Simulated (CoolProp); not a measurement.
A single-stage vapour-compression cycle with propane: evaporating at 231.15 K (dew point), condensing at 298.15 K (bubble point), superheat 10 K, subcooling 5 K, compressor efficiency 0.75, no pressure losses. Each further row changes one setting.

The numbers come from the reference Helmholtz-energy equation of state, Lemmon 2009 in CoolProp.

| case | cooling COP | pressure ratio | discharge temperature (K) | refrigerating effect (kJ/kg) | volumetric capacity (kJ/m³) |
|---|---|---|---|---|---|
| as stated | 1.97 | 9.35 | 341.3 | 289 | 669 |
| evaporating temperature 236.15 K | [?] | [?] | [?] | 295 | 835 |
| condensing temperature 293.15 K | [?] | [?] | 335.2 | 302 | [?] |
| subcooling 10 K | 2.06 | 9.35 | 341.3 | 302 | 699 |
| superheat 20 K | [?] | 9.35 | 351.8 | 304 | [?] |
| compressor efficiency 0.65 | 1.71 | 9.35 | 352.3 | 289 | 669 |

Question: Complete the blanks.

Answer: 
- evaporating temperature 236.15 K, cooling COP: 2.23
- evaporating temperature 236.15 K, pressure ratio: 7.54
- evaporating temperature 236.15 K, discharge temperature (K): 337.4
- condensing temperature 293.15 K, cooling COP: 2.20
- condensing temperature 293.15 K, pressure ratio: 8.21
- condensing temperature 293.15 K, volumetric capacity (kJ/m³): 700
- superheat 20 K, cooling COP: 1.99
- superheat 20 K, volumetric capacity (kJ/m³): 673
